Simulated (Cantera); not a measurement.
## Adiabatic ignition

An adiabatic, constant-pressure homogeneous reactor starts with C3H8 : O2 : N2 : H2O = 1 : 3.33 : 12.5 : 0.47 (molar parts), equivalence ratio 1.5, at 1375 K and 10.0 bar.

Computed with Cantera and GRI-Mech 3.0 (53 species, 325 reactions). GRI-Mech 3.0 was tuned for natural gas; its chemistry of propane as a main component is partial and can be far from experiment.

```tsv
t (s)	T (K)	x C3H8	x O2	x H2O	x CH2	x HCN	x H2	x H
1.00e-5	1374	0.0566	0.192	0.0275	3.09e-9	<1e-12	0.000211	5.56e-7
2.76e-5	1375	0.0537	0.190	0.0286	4.04e-9	<1e-12	0.000782	7.50e-7
7.60e-5	1393	0.0407	0.181	0.0352	2.02e-8	1.01e-12	0.00414	3.26e-6
0.000210	2763	<1e-12	0.000258	0.159	4.55e-12	6.72e-8	0.0592	0.00556
0.000578	2760	<1e-12	0.000249	0.158	4.58e-12	1.32e-7	0.0595	0.00551
0.00159	2759	<1e-12	0.000245	0.158	4.60e-12	1.61e-7	0.0596	0.00549
0.00439	2759	<1e-12	0.000245	0.158	4.60e-12	1.61e-7	0.0596	0.00549
0.0121	2759	<1e-12	0.000245	0.158	4.60e-12	1.61e-7	0.0596	0.00549
0.0334	2759	<1e-12	0.000245	0.158	4.60e-12	1.61e-7	0.0596	0.00549
0.0921	2759	<1e-12	0.000245	0.158	4.60e-12	1.61e-7	0.0596	0.00549
0.254	2759	<1e-12	0.000245	0.158	4.60e-12	1.61e-7	0.0596	0.00549
0.700	2759	<1e-12	0.000245	0.158	4.60e-12	1.61e-7	0.0596	0.00549
```
x: mole fraction; the columns are a selection and need not sum to one.

```
Item                                                                  Result
---------------------------------  -----------------------------------------
time of steepest temperature rise                                   0.103 ms
temperature at 0.700 s                                                2759 K
equilibrium temperature                                               2759 K
x(C3H8) at 0.700 s                     <1e-12 (gas-phase equilibrium <1e-12)
x(O2) at 0.700 s                   0.000245 (gas-phase equilibrium 0.000245)
x(H2O) at 0.700 s                        0.158 (gas-phase equilibrium 0.158)
```
